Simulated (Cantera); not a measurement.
Standard-state values (1 bar) from the NASA 1993 polynomials, evaluated with Cantera. Values are per mole of reaction as written; species without (g) are pure solids or liquids, kept so even where they would boil at 1 bar.

P4(g) + 10 O(g) → P4O10

```json
[
 {"T (K)": "375", "ΔH° (kJ)": "-5565.0", "ΔS° (J/K)": "-1674.9", "ΔG° (kJ)": "-4936.9", "log10 K": "687.66"},
 {"T (K)": "425", "ΔH° (kJ)": "___", "ΔS° (J/K)": "___", "ΔG° (kJ)": "___", "log10 K": "___"},
 {"T (K)": "475", "ΔH° (kJ)": "-5566.7", "ΔS° (J/K)": "-1679.2", "ΔG° (kJ)": "-4769.1", "log10 K": "524.44"},
 {"T (K)": "525", "ΔH° (kJ)": "___", "ΔS° (J/K)": "___", "ΔG° (kJ)": "___", "log10 K": "___"},
 {"T (K)": "575", "ΔH° (kJ)": "-5564.7", "ΔS° (J/K)": "-1675.5", "ΔG° (kJ)": "-4601.3", "log10 K": "417.99"}
]
```

Question: What belongs in the gaps?

Answer: 
- 425, ΔH° (kJ): -5566.4
- 425, ΔS° (J/K): -1678.4
- 425, ΔG° (kJ): -4853.1
- 425, log10 K: 596.45
- 525, ΔH° (kJ): -5566.2
- 525, ΔS° (J/K): -1678.1
- 525, ΔG° (kJ): -4685.2
- 525, log10 K: 466.14
